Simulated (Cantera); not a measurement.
A perfectly stirred reactor is fed with CH4 : CO2 = 1 : 1.7 (molar parts), at 3150 Torr; it is held at 1925 K, and followed from long to short residence time.

Detailed kinetics in Cantera: GRI-Mech 3.0 (53 species, 325 reactions).

Problem. What does this change do: CH4 1 to 0.15 parts?

Solution. 
```csv
quantity,before,after
x(CH4) at τ = 25.0 s,0.000244,1.70e-6
x(CO2) at τ = 25.0 s,0.0419,0.595
x(H2O) at τ = 25.0 s,0.107,0.126
x(C2H4) at τ = 25.0 s,1.51e-7,1.82e-11
x(C2H6) at τ = 25.0 s,1.59e-9,1.77e-12
x(CH4) at τ = 57.0 ms,0.0142,0.00116
x(CO2) at τ = 57.0 ms,0.0719,0.601
x(H2O) at τ = 57.0 ms,0.151,0.124
x(C2H4) at τ = 57.0 ms,0.000315,5.70e-6
x(C2H6) at τ = 57.0 ms,6.60e-6,4.86e-7
```

Problem. What does this change do: pressure from 3150 Torr to 7500 Torr?

Solution. 
```json
[
 {"quantity": "x(CH4) at τ = 25.0 s", "before": "0.000244", "after": "0.000209"},
 {"quantity": "x(CO2) at τ = 25.0 s", "before": "0.0419", "after": "0.0418"},
 {"quantity": "x(H2O) at τ = 25.0 s", "before": "0.107", "after": "0.107"},
 {"quantity": "x(C2H4) at τ = 25.0 s", "before": "1.51e-7", "after": "1.70e-7"},
 {"quantity": "x(C2H6) at τ = 25.0 s", "before": "1.59e-9", "after": "1.24e-9"},
 {"quantity": "x(CH4) at τ = 57.0 ms", "before": "0.0142", "after": "0.0139"},
 {"quantity": "x(CO2) at τ = 57.0 ms", "before": "0.0719", "after": "0.0660"},
 {"quantity": "x(H2O) at τ = 57.0 ms", "before": "0.151", "after": "0.143"},
 {"quantity": "x(C2H4) at τ = 57.0 ms", "before": "0.000315", "after": "0.000525"},
 {"quantity": "x(C2H6) at τ = 57.0 ms", "before": "6.60e-6", "after": "6.23e-6"}
]
```
